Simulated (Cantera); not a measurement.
Low-pressure radical oxidation in H2/O2

A perfectly stirred reactor is fed with H₂ : O₂ = 0.012 : 1 (molar parts), at 2670 Pa; it is held at 1450 K, and followed from long to short residence time.

Model: GRI-Mech 3.0 (53 species, 325 reactions), integrated in Cantera. Radical loss at walls, strong at low pressure, is not modelled.

```tsv
τ (s)	x H₂	x O₂	x OH	x H₂O	x H₂O₂	x HO₂
1.1	1.89e-5	0.986	0.000771	0.0115	9.04e-9	3.12e-7
0.57	2.73e-5	0.985	0.000925	0.0114	1.09e-8	3.92e-7
0.30	3.89e-5	0.984	0.00109	0.0113	1.28e-8	4.76e-7
0.15	5.65e-5	0.982	0.00127	0.0111	1.47e-8	5.68e-7
0.080	7.94e-5	0.981	0.00143	0.0110	1.63e-8	6.45e-7
0.042	0.000115	0.980	0.00157	0.0109	1.77e-8	7.15e-7
0.022	0.000173	0.979	0.00170	0.0107	1.92e-8	7.75e-7
0.011	0.000286	0.978	0.00185	0.0105	2.11e-8	8.35e-7
0.0059	0.000468	0.978	0.00202	0.0102	2.34e-8	8.94e-7
0.0030	0.000826	0.978	0.00224	0.00970	2.69e-8	9.69e-7
0.0016	0.00142	0.978	0.00248	0.00897	3.08e-8	1.04e-6
```
x: mole fraction; the columns are a selection and need not sum to one.
